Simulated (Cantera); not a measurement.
Input (Python, Cantera) and output of one run.

```python
import numpy as np
import cantera as ct

gas_names = """
    C CN CO CO2 C2 CCN CNC C2N2 C2O C3 C3O2 C4 C4N2 C5 Cu CuO Cu2 N NCO NO NO2 NO3 N2 N2O O O2 O3
""".split()
cond_names = """
    C(gr) Cu(cr) Cu(L) CuO(s) Cu2O(s) Cu2O(L)
""".split()


# ... load() reads the species with a 1 bar reference pressure and builds the phases ...
atoms = {
    'Cu2O': {'Cu': 2, 'O': 1},
    'CO': {'C': 1, 'O': 1},
    'N2': {'N': 2},
}
top_T = {'C(gr)': 4500, 'CuO(s)': 1390}  # K; cautious upper limits of use, not melting points


# ... equilibrate(T, P, feed) seeds the gas with the atoms and calls Mixture.equilibrate('TP', solver="vcs", rtol=1e-11, max_steps=5000) ...
results = []
feed = {'Cu2O': 1, 'CO': 3.8, 'N2': 8.4}  # mol
P = 770000  # Pa
for T in [1000, 1100, 1200, 1300, 1400, 1500, 1600, 1700, 1800, 1900, 2000, 2100, 2200, 2300]:
    mix = equilibrate(T, P, feed)
    results.append((T, P, feed, dict(zip(mix.species_names, mix.species_moles))))
    x = sorted(zip(gas.X, gas.species_names), reverse=True)
    print(f"T = {T:g} K  P = {P:g} Pa  gas = {mix.phase_moles(0):.4g} mol")
    print("   x: " + "  ".join(f"{s} {v:.3e}" for v, s in x if v > 0.001))
    print("   condensed (mol): " + ("  ".join(f"{mix.phase(i).name} {mix.phase_moles(i):.4g}"
          for i in range(1, mix.n_phases) if mix.phase_moles(i) > 1e-12) or "none"))
```

It prints:

```
T = 1000 K  P = 770000 Pa  gas = 11.78 mol
   x: N2 7.131e-01  CO 1.662e-01  CO2 1.207e-01
   condensed (mol): C(gr) 0.4212  Cu(cr) 2
T = 1100 K  P = 770000 Pa  gas = 12.2 mol
   x: N2 6.885e-01  CO 2.295e-01  CO2 8.197e-02
   condensed (mol): Cu(cr) 2
T = 1200 K  P = 770000 Pa  gas = 12.2 mol
   x: N2 6.885e-01  CO 2.295e-01  CO2 8.197e-02
   condensed (mol): Cu(cr) 2
T = 1300 K  P = 770000 Pa  gas = 12.2 mol
   x: N2 6.885e-01  CO 2.295e-01  CO2 8.197e-02
   condensed (mol): Cu(cr) 2
T = 1400 K  P = 770000 Pa  gas = 12.2 mol
   x: N2 6.885e-01  CO 2.295e-01  CO2 8.197e-02
   condensed (mol): Cu(L) 2
T = 1500 K  P = 770000 Pa  gas = 12.2 mol
   x: N2 6.885e-01  CO 2.295e-01  CO2 8.197e-02
   condensed (mol): Cu(L) 2
T = 1600 K  P = 770000 Pa  gas = 12.2 mol
   x: N2 6.885e-01  CO 2.295e-01  CO2 8.197e-02
   condensed (mol): Cu(L) 2
T = 1700 K  P = 770000 Pa  gas = 12.2 mol
   x: N2 6.885e-01  CO 2.295e-01  CO2 8.197e-02
   condensed (mol): Cu(L) 2
T = 1800 K  P = 770000 Pa  gas = 12.2 mol
   x: N2 6.885e-01  CO 2.295e-01  CO2 8.196e-02
   condensed (mol): Cu(L) 1.999
T = 1900 K  P = 770000 Pa  gas = 12.2 mol
   x: N2 6.884e-01  CO 2.295e-01  CO2 8.195e-02
   condensed (mol): Cu(L) 1.997
T = 2000 K  P = 770000 Pa  gas = 12.21 mol
   x: N2 6.881e-01  CO 2.294e-01  CO2 8.192e-02
   condensed (mol): Cu(L) 1.993
T = 2100 K  P = 770000 Pa  gas = 12.22 mol
   x: N2 6.876e-01  CO 2.292e-01  CO2 8.185e-02  Cu 1.353e-03
   condensed (mol): Cu(L) 1.983
T = 2200 K  P = 770000 Pa  gas = 12.24 mol
   x: N2 6.864e-01  CO 2.288e-01  CO2 8.169e-02  Cu 3.013e-03
   condensed (mol): Cu(L) 1.963
T = 2300 K  P = 770000 Pa  gas = 12.28 mol
   x: N2 6.841e-01  CO 2.281e-01  CO2 8.139e-02  Cu 6.241e-03
   condensed (mol): Cu(L) 1.922
```

Method: chemical equilibrium by Gibbs-energy minimisation in Cantera with the NASA 1993 tables (ideal gas, pure condensed phases).
